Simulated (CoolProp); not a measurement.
200 sccm (0 °C, 1 atm) of nitrogen bubbles through liquid methanol at 313.5 K and leaves saturated at a total pressure of 0.15 MPa (ideal gas phase). Each further row changes one setting.

Values from CoolProp's reference Helmholtz-energy equation of state, de Reuck 1993.

| case | vapour pressure (kPa) | mole fraction of vapour | delivery (mg/min) | delivery (sccm) | change of delivery for a bath 1 K warmer (%) |
|---|---|---|---|---|---|
| as stated | 36.1 | … | … | … | 6.3 |
| bath temperature 318.5 K | 45.4 | 0.302 | … | … | … |
| total pressure 0.3 MPa | 36.1 | … | 39.1 | 27.4 | … |

Question: Fill in the missing entries.

Answer: 
- as stated, mole fraction of vapour: 0.241
- as stated, delivery (mg/min): 90.6
- as stated, delivery (sccm): 63.4
- bath temperature 318.5 K, delivery (mg/min): 124
- bath temperature 318.5 K, delivery (sccm): 86.7
- bath temperature 318.5 K, change of delivery for a bath 1 K warmer (%): 6.7
- total pressure 0.3 MPa, mole fraction of vapour: 0.120
- total pressure 0.3 MPa, change of delivery for a bath 1 K warmer (%): 5.4
